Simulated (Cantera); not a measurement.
An isothermal, constant-pressure homogeneous reactor starts with CO : O2 : H2O : N2 = 0.0021 : 0.079 : 0.066 : 1 (molar parts), at 975 K and 825 Torr.

Cantera simulation using GRI-Mech 3.0 (53 species, 325 reactions); the numbers are that mechanism's predictions, not measurements.

### Question
Predict: x(CO) at 2.00 s; x(O2) at 2.00 s; x(H2O) at 2.00 s; x(O) at 2.00 s; x(CO2) at 2.00 s.

### Answer
```
Quantity                                             Value
----------------  ----------------------------------------
x(CO) at 2.00 s    0.000889 (gas-phase equilibrium <1e-12)
x(O2) at 2.00 s      0.0684 (gas-phase equilibrium 0.0680)
x(H2O) at 2.00 s     0.0576 (gas-phase equilibrium 0.0576)
x(O) at 2.00 s    3.07e-8 (gas-phase equilibrium 1.81e-11)
x(CO2) at 2.00 s  0.000943 (gas-phase equilibrium 0.00183)
```
